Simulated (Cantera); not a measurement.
A closed system holds: 1 mol Ti(OiPr)4, a varied amount of H2, at 1200 K and 1.00 bar.

Method: chemical equilibrium by Gibbs-energy minimisation in Cantera with the NASA 1993 tables (ideal gas, pure condensed phases). Candidate condensed phases: C, C6H6, C7H8, C8H18, H2O, Ti, TiC, TiO, TiO2, Ti2O3, Ti3O5, Ti4O7; 113 gas species. The feed counts by its element totals alone. Kinetics and transport are ignored.

At 29 mol H2, list the 5 most abundant gas species with their mole fractions, and the condensed phases.

H2 0.941, CO 0.0440, CH4 0.0140, H2O 0.00107, CO2 3.65e-5. Condensed: C(graphite) + TiO2(rutile).
